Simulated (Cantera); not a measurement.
An adiabatic, constant-pressure homogeneous reactor starts with CH4 : CO : O2 : N2 = 1 : 0.16 : 6.71 : 25.2 (molar parts), equivalence ratio 0.31, at 1623 K and 9.87 atm. Integrator tolerance rtol = 1e-08.

Model: GRI-Mech 3.0 (53 species, 325 reactions), integrated in Cantera.

Q: What does this change do: O2 6.71 to 4 parts?

A: 
```
quantity                                                              before                                      after
---------------------------------  -----------------------------------------  -----------------------------------------
time of steepest temperature rise                                    48.2 µs                                    78.2 µs
temperature at 3.00 s                                                 2261 K                                     2322 K
equilibrium temperature                                               2261 K                                     2322 K
x(CH4) at 3.00 s                       <1e-12 (gas-phase equilibrium <1e-12)      <1e-12 (gas-phase equilibrium <1e-12)
x(CO) at 3.00 s                    0.000274 (gas-phase equilibrium 0.000274)  0.000658 (gas-phase equilibrium 0.000658)
x(O2) at 3.00 s                          0.134 (gas-phase equilibrium 0.134)      0.0584 (gas-phase equilibrium 0.0584)
x(C2H2) at 3.00 s                      <1e-12 (gas-phase equilibrium <1e-12)      <1e-12 (gas-phase equilibrium <1e-12)
x(CO2) at 3.00 s                       0.0349 (gas-phase equilibrium 0.0349)      0.0376 (gas-phase equilibrium 0.0376)
x(NO) at 3.00 s                        0.0113 (gas-phase equilibrium 0.0113)    0.00890 (gas-phase equilibrium 0.00890)
x(H2O) at 3.00 s                       0.0592 (gas-phase equilibrium 0.0592)      0.0644 (gas-phase equilibrium 0.0644)
```

Q: What does this change do: N2 25.2 to 52 parts?

A: 
```json
[
 {"quantity": "time of steepest temperature rise", "before": "48.2 µs", "after": "79.0 µs"},
 {"quantity": "temperature at 3.00 s", "before": "2261 K", "after": "1997 K"},
 {"quantity": "equilibrium temperature", "before": "2261 K", "after": "1996 K"},
 {"quantity": "x(CH4) at 3.00 s", "before": "<1e-12 (gas-phase equilibrium <1e-12)", "after": "<1e-12 (gas-phase equilibrium <1e-12)"},
 {"quantity": "x(CO) at 3.00 s", "before": "0.000274 (gas-phase equilibrium 0.000274)", "after": "2.89e-5 (gas-phase equilibrium 2.89e-5)"},
 {"quantity": "x(O2) at 3.00 s", "before": "0.134 (gas-phase equilibrium 0.134)", "after": "0.0749 (gas-phase equilibrium 0.0749)"},
 {"quantity": "x(C2H2) at 3.00 s", "before": "<1e-12 (gas-phase equilibrium <1e-12)", "after": "<1e-12 (gas-phase equilibrium <1e-12)"},
 {"quantity": "x(CO2) at 3.00 s", "before": "0.0349 (gas-phase equilibrium 0.0349)", "after": "0.0194 (gas-phase equilibrium 0.0194)"},
 {"quantity": "x(NO) at 3.00 s", "before": "0.0113 (gas-phase equilibrium 0.0113)", "after": "0.00468 (gas-phase equilibrium 0.00477)"},
 {"quantity": "x(H2O) at 3.00 s", "before": "0.0592 (gas-phase equilibrium 0.0592)", "after": "0.0332 (gas-phase equilibrium 0.0332)"}
]
```
